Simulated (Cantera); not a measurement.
Charge: 1 mol SiC, 0.012 mol CO2, 1.8 mol H2, at 1652 °C and 1.50 bar.

Method: chemical equilibrium by Gibbs-energy minimisation in Cantera with the NASA 1993 tables (ideal gas, pure condensed phases). Candidate condensed phases: C, C6H6, C7H8, C8H18, H2O, Si, SiC, SiO2; 123 gas species. Gases not in the tables: Si2H6 and higher silanes. Kinetics and transport are ignored.

Base state: H2 0.986, CO 0.00980, SiO 0.00334, H 0.000775, CH4 0.000115, SiH2 1.83e-5, H2O 1.53e-5, C2H2 (acetylene) 1.03e-5 (mole fractions); condensed: SiC(s).

Problem. What changes in the equilibrium state with this change: H2 from 1.8 to 160 mol?

Solution. 
```tsv
species	before	after
H2	0.986	0.999
H	0.000775	0.000780
CO	0.00980	8.58e-5
SiO	0.00334	6.40e-5
H2O	1.53e-5	2.01e-7
C2H2 (acetylene)	1.03e-5	4.77e-6
SiC(s), mol	0.994	0.984
```

Problem. What changes in the equilibrium state with this change: CO2 from 0.012 to 0.22 mol?

Solution. 
```tsv
species	before	after
H2	0.986	0.803
CO	0.00980	0.147
SiO	0.00334	0.0490
H2O	1.53e-5	0.000186
CH4	0.000115	7.71e-5
SiH2	1.83e-5	1.47e-5
C2H2 (acetylene)	1.03e-5	8.57e-6
SiC(s), mol	0.994	0.890
```

Problem. What changes in the equilibrium state with this change: SiC replaced by Si?

Solution. 
```json
[
 {"species": "H2", "before": "0.986", "after": "0.986"},
 {"species": "SiO", "before": "0.00334", "after": "0.0108"},
 {"species": "CO", "before": "0.00980", "after": "0.00235"},
 {"species": "CH4", "before": "0.000115", "after": "3.13e-5"},
 {"species": "C2H2 (acetylene)", "before": "1.03e-5", "after": "7.63e-7"},
 {"species": "SiH2", "before": "1.83e-5", "after": "6.72e-5"},
 {"species": "SiH", "before": "3.12e-6", "after": "1.15e-5"},
 {"species": "Si", "before": "3.16e-6", "after": "1.16e-5"},
 {"species": "H2O", "before": "1.53e-5", "after": "1.35e-5"},
 {"species": "SiC(s), mol", "before": "0.994", "after": "0.00766"},
 {"species": "Si(l), mol", "before": "0", "after": "0.972"}
]
```
Mutual solubility and eutectic melting of coexisting phases are not modelled.
